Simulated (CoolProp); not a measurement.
Model: reference Helmholtz-energy equation of state, Schroeder 2014, in CoolProp.

Question: Give the vapour pressure (MPa), liquid density (kg/m³), enthalpy of vaporisation (kJ/kg), vapour Z of saturated ethanol at 335.6 K.

Answer: 
| T (K) | p (MPa) | liquid density (kg/m³) | enthalpy of vaporisation (kJ/kg) | vapour Z |
|---|---|---|---|---|
| 335.6 | 0.0521 | 752 | 874 | 0.979 |
